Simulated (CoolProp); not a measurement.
R507A along the isotherm 76.15 °C: Z from the reference equation and from simpler models built on Tc = 70.6 °C, pc = 3705 kPa, ω = 0.286; each cubic takes its own stable root.

The numbers come from the reference Helmholtz-energy equation of state, Lemmon 2003 in CoolProp. It is a pseudo-pure fit of the blend.

| p (kPa) | phase | reference |
|---|---|---|
| 185 | gas | 0.9827 |
| 370 | gas | 0.9650 |
| 556 | gas | 0.9469 |
| 741 | gas | 0.9284 |
| 926 | gas | 0.9095 |
| 1110 | gas | 0.8902 |
| 1300 | gas | 0.8697 |
| 1480 | gas | 0.8498 |
| 1670 | gas | 0.8280 |
| 1850 | gas | 0.8066 |

Q: How far does each simpler model (Pitzer virial, van der Waals, Redlich-Kwong) lie from the reference over these 10 states: mean and median of the absolute difference, and the worst?

A: 
- Pitzer virial: mean 1.4 %, median 1.1 %, worst +3.6 % at 76.15 °C and 1850 kPa
- van der Waals: mean 1.8 %, median 1.8 %, worst +3.5 % at 76.15 °C and 1850 kPa
- Redlich-Kwong: mean 0.6 %, median 0.6 %, worst +1.2 % at 76.15 °C and 1850 kPa
